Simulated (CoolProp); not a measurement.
Vapour-liquid equilibrium of m-xylene (1) + o-xylene (2) at 630 kPa; x and y are mole fractions of (1).

Computed with CoolProp (multi-fluid Helmholtz-energy mixture model, Zhou 2012 and Zhou 2012; pair parameters Bell 2016).

| x | bubble temperature (°C) | y at the bubble point | dew temperature at overall composition x (°C) | liquid density (mol/L) |
|---|---|---|---|---|
| 0.05 | 229.5 | 0.054 | 229.5 | 6.366 |
| 0.2 | 228.5 | 0.215 | 228.6 | 6.345 |
| 0.35 | 227.4 | 0.372 | 227.6 | 6.323 |
| 0.5 | 226.4 | 0.525 | 226.6 | 6.302 |
| 0.65 | 225.4 | 0.672 | 225.5 | 6.280 |
| 0.8 | 224.4 | 0.815 | 224.5 | 6.259 |
| 0.95 | 223.5 | 0.954 | 223.5 | 6.238 |

No azeotrope shows between x = 0.05 and 0.95.

The pair parameters rest on a limited set of measurements; away from them the model extrapolates.
